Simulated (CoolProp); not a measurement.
Values from CoolProp's reference Helmholtz-energy equation of state, de Reuck 1990.

For fluorine, give the phase and the cp (kJ/(kg K)), cv (kJ/(kg K)), speed of sound (m/s), expansivity (1/kK) at 26.85 °C and 15.6 MPa.


- 26.85 °C and 15.6 MPa: supercritical; cp 0.979, cv 0.625, speed of sound 320, expansivity 4.25
